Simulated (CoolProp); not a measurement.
Values from CoolProp's reference Helmholtz-energy equation of state, Thol 2016.

Problem. For hexamethyldisiloxane (MM), give the phase and the Z, cv (kJ/(kg K)), speed of sound (m/s), Joule-Thomson coefficient (K/MPa) at 143.65 °C and 17 bar; 176.05 °C and 17 bar.

Solution. 
- 143.65 °C and 17 bar: liquid; Z 0.127, cv 1.84, speed of sound 502, Joule-Thomson coefficient -0.0717
- 176.05 °C and 17 bar: liquid; Z 0.128, cv 1.92, speed of sound 394, Joule-Thomson coefficient 0.188
